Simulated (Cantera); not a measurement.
Charge: 1 mol HgO, 9.5 mol H2, 28 mol N2, held at 650 K and 1.00 bar.

These are equilibrium values from Cantera (NASA tables, ideal gas, pure condensed phases), not measurements of a reactor. Candidate condensed phases: H2O, Hg, HgO; 25 gas species. Rates play no part.

Base state: N2 0.728, H2 0.219, H2O 0.0260, Hg 0.0260, NH3 0.00163 (mole fractions); condensed: gas only.

**Question.** What changes in the equilibrium state with this change: temperature from 650 K to 775 K?

**Answer.** 
```json
[
 {"species": "N2", "before": "0.728", "after": "0.727"},
 {"species": "H2", "before": "0.219", "after": "0.220"},
 {"species": "Hg", "before": "0.0260", "after": "0.0260"},
 {"species": "NH3", "before": "0.00163", "after": "0.000342"},
 {"species": "H2O", "before": "0.0260", "after": "0.0260"}
]
```
